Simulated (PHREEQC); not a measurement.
Make-up at 43 °C: 0.0063 mol/kgw AlCl3, 0.019 mol/kgw NH4HCO3 and 0.044 mol/kgw NH4F. Closed to the air; pH follows from the charge balance.

All values are PHREEQC results (ion-association model, phreeqc.dat), not measurements.

```
quantity                   before     after
------------------------  -------  --------
pH                           7.24      4.75
HCO3- (mol/kgw)            0.0174  0.000764
AlF4- (mol/kgw)           0.00558   1.25e-8
SI of Gibbsite (Al(OH)3)    -0.04     +4.16
```

Name the change that produced these shifts.
A. AlCl3 from 0.0063 to 0.063 mol/kgw
B. temperature from 43 to 90 °C
C. NH4HCO3 from 0.019 to 0.0209 mol/kgw
D. diluted 100-fold with water
E. AlCl3 from 0.0063 to 0.00945 mol/kgw

A, AlCl3 from 0.0063 to 0.063 mol/kgw

Precipitation was switched off in this run. Some of these states are supersaturated (in Al(OH)3(a), Gibbsite (slow to form), for instance). Carbamate, which ammonia and carbonate form, is missing from the database. Constants without temperature data keep their 25 °C values here. Fluoro complexes past AlF4- and FeF3 are missing from the database.
